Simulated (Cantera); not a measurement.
Input (Python, Cantera):

```python
import numpy as np
import cantera as ct

gas = ct.Solution("gri30.yaml")
gas.TPX = 300, 16000, {'C3H8': 1, 'O2': 3.57, 'N2': 13.4, 'H2O': 0.62}
flame = ct.FreeFlame(gas, width=0.14)
flame.set_refine_criteria(ratio=3, slope=0.08, curve=0.16)
flame.transport_model = "mixture-averaged"
flame.solve(loglevel=0, auto=True)
z, T = flame.grid, flame.T
thick = (T[-1] - T[0]) / np.gradient(T, z).max()
show = ['C3H8', 'O2', 'O', 'HCN', 'H', 'CH2']
print(f"laminar burning velocity  {flame.velocity[0] * 100:.3f} cm/s")
print(f"burnt temperature         {T[-1]:.1f} K")
print(f"thermal thickness         {thick * 1e3:.4f} mm")
print(f"grid points               {len(z)}")
z0 = z[flame.heat_release_rate.argmax()]
print(f"{'z/mm':>9s}{'T/K':>9s}{'u/(m/s)':>9s}" + "".join(f"{s:>11s}" for s in show))
rows = []
for k in (-3, -2, -1.5, -1, -0.5, -0.25, 0, 0.25, 0.5, 1, 2, 4, 8):
    zz = z0 + k * thick
    rows.append([k * thick, np.interp(zz, z, T), np.interp(zz, z, flame.velocity),
                 *(np.interp(zz, z, flame.X[gas.species_index(s)]) for s in show)])
    print(f"{rows[-1][0] * 1e3:9.3f}{rows[-1][1]:9.1f}{rows[-1][2]:9.3f}" + "".join(f"{x:11.3e}" for x in rows[-1][3:]))
```

Output:

```
laminar burning velocity  43.323 cm/s
burnt temperature         1947.8 K
thermal thickness         2.1087 mm
grid points               153
     z/mm      T/K  u/(m/s)       C3H8         O2          O        HCN          H        CH2
   -6.326    300.0    0.434  5.371e-02  1.917e-01  3.910e-14  1.584e-11  2.701e-17  5.345e-22
   -4.217    301.1    0.437  5.352e-02  1.909e-01  2.650e-12  7.201e-10  3.836e-14  6.627e-18
   -3.163    308.5    0.451  5.322e-02  1.892e-01  3.656e-11  9.850e-09  1.152e-11  5.137e-15
   -2.109    389.3    0.578  5.195e-02  1.807e-01  2.947e-09  2.296e-07  1.025e-07  3.744e-11
   -1.054    855.9    1.329  3.630e-02  1.347e-01  1.424e-06  3.041e-06  7.109e-05  1.404e-07
   -0.527   1254.9    2.027  1.231e-02  8.925e-02  4.261e-05  7.100e-06  7.520e-04  8.611e-06
    0.000   1605.4    2.664  4.430e-04  4.389e-02  3.097e-04  1.368e-05  3.890e-03  6.200e-05
    0.527   1785.9    2.978  8.565e-07  1.752e-02  6.063e-04  1.930e-05  7.869e-03  5.571e-05
    1.054   1849.0    3.079  3.022e-10  6.624e-03  6.630e-04  1.902e-05  1.041e-02  1.747e-05
    2.109   1876.9    3.113  9.103e-17  1.423e-03  5.675e-04  1.241e-05  1.197e-02  9.559e-07
    4.217   1887.7    3.121  6.850e-23  6.586e-04  4.842e-04  4.588e-06  1.184e-02  7.780e-09
    8.435   1897.6    3.133  5.113e-29  5.443e-04  4.138e-04  8.413e-07  1.097e-02  7.954e-12
   16.869   1911.6    3.153  3.480e-35  4.229e-04  3.210e-04  7.894e-08  9.539e-03  7.269e-15
```

Computed with Cantera and GRI-Mech 3.0 (53 species, 325 reactions). GRI-Mech 3.0 was tuned for natural gas; its chemistry of propane as a main component is partial and can be far from experiment. Burning velocities carry a grid error of a few per cent, more on coarse grids.
